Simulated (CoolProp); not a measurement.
Computed with CoolProp (reference Helmholtz-energy equation of state, Lemmon 2006). It is a short technical equation, of lower accuracy than the large ones.

**Question.** Give the vapour pressure (kPa), liquid density (kg/m³), enthalpy of vaporisation (kJ/kg) of saturated carbonyl sulfide at 297.2 K.

**Answer.** 
```
T (K)  p (kPa)  liquid density (kg/m³)  enthalpy of vaporisation (kJ/kg)
-----  -------  ----------------------  --------------------------------
297.2     1250                     993                               246
```
